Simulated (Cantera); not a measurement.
Feed: 1 mol ZrO₂, 430 mol H₂, 11 mol N₂, held at 13.3 mbar.

Cantera equilibrium calculation (NASA polynomials, part measured and part estimated; ideal gas, pure solids and liquids). Candidate condensed phases: H₂O, Zr, ZrN, ZrO₂; 28 gas species. Mutual solubility and eutectic melting of coexisting phases are not modelled. ZrN: taken at fixed stoichiometry. Condensed phases not in the tables: solid solutions among these carbides, nitrides and lower oxides. Kinetics and transport are ignored. All values below are at 1600 °C.

Base state: H₂ 0.970, N₂ 0.0249, H 0.00550, H₂O 2.13e-5 (mole fractions); condensed: ZrN(s) + ZrO₂(tetragonal).

### Question
What changes in the equilibrium state with this change: ZrO₂ replaced by PbO?

### Answer
```
species                 before    after
---------------------  -------  -------
H₂                       0.970    0.965
N₂                      0.0249   0.0248
H                      0.00550  0.00549
Pb                           0  0.00226
H₂O                    2.13e-5  0.00226
ZrN(s), mol            0.00470        0
ZrO₂(tetragonal), mol    0.995        0
```
Further candidate phases: Pb, PbO, PbO₂, Pb₃O₄.
